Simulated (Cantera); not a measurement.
# Gas activation for diamond growth

A perfectly stirred reactor is fed with 0.736 % CH₄, 98.2 % H₂, 1.08 % O₂, at 20.0 Torr; it is held at 2673 K, and followed from long to short residence time.

Cantera simulation using GRI-Mech 3.0 (53 species, 325 reactions); the numbers are that mechanism's predictions, not measurements. Radical loss at walls, strong at low pressure, is not modelled.

| τ (s) | x CH₄ | x H₂ | x O₂ | x C₂H₄ | x CH₃ | x CO₂ |
|---|---|---|---|---|---|---|
| 0.42 | 1.82e-7 | 0.758 | 1.15e-6 | 1.82e-12 | 8.25e-7 | 1.49e-5 |
| 0.20 | 8.37e-7 | 0.794 | 1.06e-6 | 2.98e-11 | 3.20e-6 | 1.51e-5 |
| 0.099 | 5.55e-6 | 0.839 | 1.45e-6 | 7.92e-10 | 1.56e-5 | 1.53e-5 |
| 0.048 | 4.00e-5 | 0.882 | 3.52e-6 | 2.09e-8 | 7.58e-5 | 1.52e-5 |
| 0.024 | 0.000149 | 0.905 | 9.07e-6 | 1.69e-7 | 0.000209 | 1.44e-5 |
| 0.012 | 0.000356 | 0.917 | 2.22e-5 | 6.38e-7 | 0.000403 | 1.22e-5 |
| 0.0057 | 0.000724 | 0.926 | 5.59e-5 | 1.76e-6 | 0.000679 | 8.79e-6 |
| 0.0028 | 0.00128 | 0.932 | 0.000132 | 3.78e-6 | 0.00102 | 5.98e-6 |
| 0.0013 | 0.00215 | 0.938 | 0.000330 | 7.29e-6 | 0.00145 | 5.10e-6 |
x: mole fraction; the columns are a selection and need not sum to one.
